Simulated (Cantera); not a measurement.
Charge: 1 mol Pb, 3.4 mol CO, 2.4 mol N2, at 800 K and 0.0330 bar.

These are equilibrium values from Cantera (NASA tables, ideal gas, pure condensed phases), not measurements of a reactor. Kinetics and transport are ignored.

| species | before | after |
|---|---|---|
| N2 | 0.508 | 0.936 |
| CO | 0.264 | 0.0546 |
| CO2 | 0.228 | 0.00972 |
| C(graphite), mol | 1.08 | 0.0249 |
| Pb(l), mol | 1.000 | 1.000 |
Gas species are given as mole fractions.

What was changed between the two runs?
(A) temperature from 800 K to 1825 K
(B) pressure from 0.0330 bar to 1.00 bar
(C) pressure from 0.0330 bar to 4.90 bar
(D) CO from 3.4 to 0.19 mol

D, CO from 3.4 to 0.19 mol
